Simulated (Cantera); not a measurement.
## Equilibrium for silicon nitride deposition: trisilylamine + N₂

Input: 1 mol trisilylamine, 67 mol N₂, at 66.0 Pa.

These are equilibrium values from Cantera (NASA tables, ideal gas, pure condensed phases), not measurements of a reactor. Candidate condensed phases: Si, Si₃N₄; 18 gas species. The feed counts by its element totals alone. The tables' values for SiN are old estimates; treat these amounts as uncertain. Rates play no part.

| T (K) | x N₂ | x H₂ | x Si | x H | x Si₂ | x Si₂N | x SiN | n Si₃N₄(s) | n Si(s) | n Si(l) |
|---|---|---|---|---|---|---|---|---|---|---|
| 1598 | 0.935 | 0.0640 | 8.54e-5 | 0.000524 | 1.27e-7 | 1.86e-6 | 1.84e-6 | 0.998 | 0 | 0 |
| 1673 | 0.936 | 0.0619 | 0.000633 | 0.00110 | 2.44e-6 | 1.88e-5 | 1.04e-5 | 0 | 2.95 | 0 |
| 1748 | 0.934 | 0.0612 | 0.00221 | 0.00220 | 1.13e-5 | 4.85e-5 | 2.84e-5 | 0 | 0 | 2.83 |
| 1823 | 0.929 | 0.0599 | 0.00670 | 0.00413 | 4.33e-5 | 0.000108 | 6.87e-5 | 0 | 0 | 2.48 |
| 1898 | 0.916 | 0.0574 | 0.0186 | 0.00729 | 0.000149 | 0.000223 | 0.000154 | 0 | 0 | 1.55 |
| 1973 | 0.895 | 0.0535 | 0.0381 | 0.0122 | 0.000294 | 0.000276 | 0.000257 | 0 | 0 | 0 |
| 2048 | 0.892 | 0.0497 | 0.0388 | 0.0194 | 0.000152 | 9.31e-5 | 0.000219 | 0 | 0 | 0 |
| 2123 | 0.887 | 0.0444 | 0.0389 | 0.0294 | 8.04e-5 | 3.30e-5 | 0.000186 | 0 | 0 | 0 |
x: gas mole fraction; n: condensed amount in mol.

At 1598 K the condensed part is Si₃N₄(s). At 1673 K the condensed part is Si(s). From 1748 K to 1898 K the condensed part is Si(l). From 1973 K to 2123 K nothing is condensed. The main Si-bearing gas is Si throughout.
